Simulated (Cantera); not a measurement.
A closed system holds: 1 mol borazine, 41 mol N2, 2.2 mol H2, equilibrated at 2075 K and 30.0 Pa.

Equilibrium computed with Cantera from the NASA thermochemical tables; the gas is ideal and each condensed phase is pure. Candidate condensed phases: B, BN; 15 gas species. The feed counts by its element totals alone. The tables' values for BH2 are old estimates; treat these amounts as uncertain. The numbers say what is thermodynamically allowed, not how fast it happens.

Q: What is the equilibrium state?

A: 
```
Property       Result
----------  ---------
x(N2)           0.870
x(H2)          0.0841
x(H)           0.0446
x(B)          0.00148
x(BH2)        5.96e-5
x(BN)         2.17e-5
x(BH)         1.30e-5
n(B(s))      2.92 mol
gas amount  48.86 mol
```
